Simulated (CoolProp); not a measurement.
Vapour-liquid equilibrium of n-octane (1) + n-dodecane (2) at 2.75 bar; x and y are mole fractions of (1).

Model: multi-fluid Helmholtz-energy mixture model, Beckmüller 2019 and Lemmon 2004; pair parameters Bell 2016, in CoolProp.

```json
[
 {"x": "0.05", "bubble temperature, mixture model (K)": "528.0", "bubble temperature, Raoult's law (K)": "524.9", "y, mixture model": "0.171", "y, Raoult's law": "0.240"},
 {"x": "0.2", "bubble temperature, mixture model (K)": "505.4", "bubble temperature, Raoult's law (K)": "498.9", "y, mixture model": "0.540", "y, Raoult's law": "0.633"},
 {"x": "0.35", "bubble temperature, mixture model (K)": "486.7", "bubble temperature, Raoult's law (K)": "480.7", "y, mixture model": "0.749", "y, Raoult's law": "0.806"},
 {"x": "0.5", "bubble temperature, mixture model (K)": "471.5", "bubble temperature, Raoult's law (K)": "467.2", "y, mixture model": "0.865", "y, Raoult's law": "0.895"},
 {"x": "0.65", "bubble temperature, mixture model (K)": "459.4", "bubble temperature, Raoult's law (K)": "456.7", "y, mixture model": "0.931", "y, Raoult's law": "0.945"},
 {"x": "0.8", "bubble temperature, mixture model (K)": "449.5", "bubble temperature, Raoult's law (K)": "448.2", "y, mixture model": "0.970", "y, Raoult's law": "0.975"},
 {"x": "0.95", "bubble temperature, mixture model (K)": "441.4", "bubble temperature, Raoult's law (K)": "441.1", "y, mixture model": "0.994", "y, Raoult's law": "0.995"}
]
```

The largest gap from Raoult's law is +6.5 K in bubble temperature, at x = 0.2. No azeotrope shows between x = 0.05 and 0.95.

Pair parameters are fitted to limited data, so mixtures are less certain than the pure fluids.
